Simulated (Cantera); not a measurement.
An isothermal, constant-pressure homogeneous reactor starts with CH₄ : H₂O : H₂ = 1 : 1.3 : 0.36 (molar parts), at 1525 K and 101000 Pa.

Cantera simulation using GRI-Mech 3.0 (53 species, 325 reactions); the numbers are that mechanism's predictions, not measurements.

Question: Predict: x(CH₄) at 60.0 s; x(H₂O) at 60.0 s; x(H₂) at 60.0 s; x(HCO) at 60.0 s.

Answer: 
| Quantity | Value |
|---|---|
| x(CH₄) at 60.0 s | 0.0301 (gas-phase equilibrium 4.54e-6) |
| x(H₂O) at 60.0 s | 0.104 (gas-phase equilibrium 0.0582) |
| x(H₂) at 60.0 s | 0.673 (gas-phase equilibrium 0.727) |
| x(HCO) at 60.0 s | 5.05e-9 (gas-phase equilibrium 6.22e-9) |
